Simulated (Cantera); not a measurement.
Mixture: 8.32 % CH4, 7.57 % CO, 17.1 % O2, 64.0 % N2, 3.08 % H2O, equivalence ratio 1.2, at 25.7 atm, adiabatic and at constant pressure. Ignition delay is the time to a rise of 400 K.

Detailed kinetics in Cantera: GRI-Mech 3.0 (53 species, 325 reactions). The pressure lies above the range GRI-Mech 3.0 was tuned for (to about 10 atm).

Q: Predict: delay at 1000 K; delay at 1050 K; delay at 1100 K; delay at 1150 K; delay at 1200 K; delay at 1250 K; apparent activation energy between 1150 and 1250 K.

A: 
- delay at 1000 K: 0.118 s
- delay at 1050 K: 45.5 ms
- delay at 1100 K: 18.9 ms
- delay at 1150 K: 8.39 ms
- delay at 1200 K: 3.97 ms
- delay at 1250 K: 1.98 ms
- apparent activation energy between 1150 and 1250 K: 170 kJ/mol
